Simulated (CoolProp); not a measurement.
Values from CoolProp's reference Helmholtz-energy equation of state, Span 2000.

Question: Give the vapour pressure (bar), liquid density (kg/m³), vapour Z, vapour viscosity (µPa s) of saturated nitrogen at 95.7, 108.7 K.

Answer: 
```csv
T (K),p (bar),liquid density (kg/m³),vapour Z,vapour viscosity (µPa s)
95.7,5.70,714,0.855,7.00
108.7,13.6,631,0.733,8.45
```

Viscosity comes from a separate model (Lemmon 2004).
